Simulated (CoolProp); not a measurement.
A Linde-Hampson liquefier for carbon monoxide: isothermal reversible compression at 280 K from 1 atm to 25 MPa, throttling to 1 atm, return gas leaving the recuperator 2 K below the feed. Each further row changes one setting.

The numbers come from the reference Helmholtz-energy equation of state, Lemmon 2006 in CoolProp. It is a short technical equation, of lower accuracy than the large ones.

```csv
case,liquid yield per pass,compression work (kJ/kg of gas)
as stated,?,455
high pressure 50 MPa,?,?
warm-end temperature 310 K,?,?
warm-end gap 7 K,?,455
```

Q: Complete the blanks.

A: 
- as stated, liquid yield per pass: 0.112
- high pressure 50 MPa, liquid yield per pass: 0.120
- high pressure 50 MPa, compression work (kJ/kg of gas): 524
- warm-end temperature 310 K, liquid yield per pass: 0.082
- warm-end temperature 310 K, compression work (kJ/kg of gas): 509
- warm-end gap 7 K, liquid yield per pass: 0.101
